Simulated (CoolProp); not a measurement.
The fluid at 293.15 K and 0.14 MPa expands adiabatically to 0.0609 MPa with isentropic efficiency 0.8. The same conditions are run with several fluids, on thermodynamics alone (safety and materials aside).

Computed with CoolProp (reference Helmholtz-energy equation of state of each fluid (chlorine: Thol 2021; nitrogen: Span 2000; R115: Lemmon 2016; ethylene: Smukala 2000; R227EA: Lemmon 2016)).

| fluid | work (kJ/kg) | final temperature (K) | final density (kg/m³) |
|---|---|---|---|
| chlorine | 20.3 | 248.4 | 2.12 |
| nitrogen | 51.5 | 243.5 | 0.843 |
| R115 | 9.96 | 277.8 | 4.13 |
| ethylene | 52.8 | 256.1 | 0.807 |
| R227EA | 9.01 | 280.2 | 4.54 |
